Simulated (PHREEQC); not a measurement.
NaOH is added in steps, without added water, to 1 kg of water holding 0.29 mol/kgw HNO3, 0.0015 mol/kgw KNO3 and 0.016 mol/kgw H3BO3, at 20 °C. O2 is buffered at 0.21 atm. No CO2 enters from the air. No solid was allowed to form.

Base run: PHREEQC, ion-association model, wateq4f.dat. Each further column changes one thing. The table gives H2BO3- (mol/kgw).

| NaOH added (mol) | base | all activity coefficients set to 1 | database phreeqc.dat | metal-ligand complexes left out | Davies equation for every ion |
|---|---|---|---|---|---|
| 0 | 6.10e-11 | 2.89e-11 | 5.36e-11 | 6.10e-11 | 5.71e-11 |
| 0.03 | 6.80e-11 | 3.23e-11 | 5.98e-11 | 6.80e-11 | 6.37e-11 |
| 0.05 | 7.37e-11 | … | 6.47e-11 | 7.37e-11 | 6.90e-11 |
| 0.08 | 8.42e-11 | 4.00e-11 | 7.40e-11 | 8.42e-11 | 7.89e-11 |
| 0.11 | 9.82e-11 | 4.66e-11 | … | 9.82e-11 | 9.20e-11 |
| 0.13 | 1.10e-10 | 5.24e-11 | 9.71e-11 | 1.10e-10 | 1.03e-10 |
| 0.16 | 1.36e-10 | 6.45e-11 | 1.19e-10 | 1.36e-10 | 1.27e-10 |
| 0.19 | 1.77e-10 | 8.39e-11 | 1.55e-10 | 1.77e-10 | 1.66e-10 |
| 0.21 | 2.21e-10 | 1.05e-10 | 1.94e-10 | 2.21e-10 | 2.07e-10 |
| 0.24 | 3.53e-10 | 1.68e-10 | 3.11e-10 | 3.53e-10 | 3.31e-10 |
| 0.27 | 8.83e-10 | 4.20e-10 | 7.76e-10 | 8.83e-10 | … |
| 0.29 | 4.19e-6 | 2.89e-6 | … | 4.19e-6 | 4.06e-6 |
| 0.32 | 0.0159 | 0.0159 | 0.0159 | 0.0159 | 0.0159 |

Q: Some entries are withheld; supply them.

A: 
- 0.05, all activity coefficients set to 1: 3.50e-11
- 0.11, database phreeqc.dat: 8.63e-11
- 0.27, Davies equation for every ion: 8.28e-10
- 0.29, database phreeqc.dat: 3.93e-6

 phreeqc.dat and wateq4f.dat share most of their constants, so their agreement is no independent check.
